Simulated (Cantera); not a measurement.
An isothermal, constant-pressure homogeneous reactor starts with NH3 : H2 = 1 : 14 (molar parts), at 1500 K and 140000 Pa. Integrator tolerance rtol = 1e-08.

Computed with Cantera and the gas-phase N/H chemistry of the illustrative SiF4/NH3 mechanism in the Surface Chemkin manual (1991). Walls and surfaces, which speed up NH3 decomposition in real reactors, are not modelled.

```csv
quantity,before,after
x(NH3) at 60.0 s,0.0626 (gas-phase equilibrium 1.44e-5),0.0633 (gas-phase equilibrium 6.58e-7)
x(H2) at 60.0 s,0.936 (gas-phase equilibrium 0.969),0.935 (gas-phase equilibrium 0.969)
x(N2) at 60.0 s,0.00193 (gas-phase equilibrium 0.0312),0.00155 (gas-phase equilibrium 0.0312)
x(NH) at 60.0 s,3.09e-9 (gas-phase equilibrium <1e-12),4.21e-8 (gas-phase equilibrium <1e-12)
x(NH2) at 60.0 s,2.10e-6 (gas-phase equilibrium 4.84e-10),7.82e-6 (gas-phase equilibrium 1.03e-10)
```

Name the change that produced these shifts.
A) pressure from 140000 Pa to 1330 Pa
B) pressure from 140000 Pa to 6400 Pa
C) pressure from 140000 Pa to 54000 Pa
D) NH3 1 to 2.4 parts

B, pressure from 140000 Pa to 6400 Pa
